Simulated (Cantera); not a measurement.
A freely propagating, adiabatic, planar premixed flame of CH3OH : O2 : N2 = 1 : 1.07 : 4.03 (molar parts), unburnt at 673 K and 4.93 atm; unity-Lewis-number transport, grid criteria slope 0.08 and curve 0.16, no radiation.

Detailed kinetics in Cantera: GRI-Mech 3.0 (53 species, 325 reactions). GRI-Mech 3.0 was tuned for natural gas; its chemistry of methanol as a main component is partial and can be far from experiment. Unity Lewis numbers drop preferential diffusion, which matters most where H2 and H carry the flame. Burning velocities carry a grid error of a few per cent, more on coarse grids.

Problem. Predict: laminar burning velocity; thermal thickness; peak x(CH2CO); peak x(CH3); peak x(O).

Solution. 
| Item | Result |
|---|---|
| laminar burning velocity | 94.2 cm/s |
| thermal thickness | 0.0742 mm |
| peak x(CH2CO) | 1.23e-5 |
| peak x(CH3) | 0.000302 |
| peak x(O) | 0.00169 |
